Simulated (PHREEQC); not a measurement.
Ultrapure water in contact with air or piping: speciation

Model water analysis in mg/kgw, 20 °C, pH 6.74, pe 10.5:

```csv
constituent,mg/kgw
Na,0.332
K,0.211
Ca,0.0497
Mg,0.124
Cl,0.146
S(6) as SO4,0.155
Alkalinity as HCO3,1.52
B,0.000709
Cd,0.068
```

Valence states are taken as typed.

Equilibrium calculation in PHREEQC: ion-association model, wateq4f.dat.

This is a speciation only: nothing precipitates in the calculation.

Problem. Estimate the charge-balance error.

Solution. charge-balance error 2.2 %.

Problem. In which forms is C present?

Solution. HCO3- 70 %, CO2 30 % of the C.
